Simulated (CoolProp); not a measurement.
The fluid at 293.15 K and 1.28 MPa (liquid) is heated at constant pressure to 473.5 K. The same conditions are run with several fluids, on thermodynamics alone (safety and materials aside).

Values from CoolProp's reference Helmholtz-energy equation of state of each fluid (the fluoroketone C6F12O (FK-5-1-12): McLinden 2015; octamethyltrisiloxane (MDM): Thol 2017; R1336mzz(Z): McLinden 2020; R123: Younglove 1994).

### Question
Rank the fluoroketone C6F12O (FK-5-1-12), octamethyltrisiloxane (MDM), R1336mzz(Z), R123 by heat (kJ/kg), highest first.

### Answer
octamethyltrisiloxane (MDM) (360), R1336mzz(Z) (336), R123 (302), the fluoroketone C6F12O (FK-5-1-12) (256)

| fluid | final phase | final density (kg/m³) |
|---|---|---|
| the fluoroketone C6F12O (FK-5-1-12) | gas | 129 |
| octamethyltrisiloxane (MDM) | liquid | 617 |
| R1336mzz(Z) | gas | 61.6 |
| R123 | gas | 56.1 |
